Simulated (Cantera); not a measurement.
A closed system holds: 1 mol HMDSO, 0.2 mol NO, held at 120 Pa.

Equilibrium computed with Cantera from the NASA thermochemical tables; the gas is ideal and each condensed phase is pure. Candidate condensed phases: C, C₆H₆, C₇H₈, C₈H₁₈, H₂O, Si, SiC, SiO₂, Si₂N₂O, Si₃N₄; 151 gas species. The feed counts by its element totals alone. Rates play no part.

Problem. At 1450 K, list the 5 most abundant gas species with their mole fractions, and the condensed phases.

Solution. H₂ 0.874, CO 0.116, N₂ 0.00967, H 0.000255, SiO 0.000184. Condensed: C(graphite) + SiC(s).
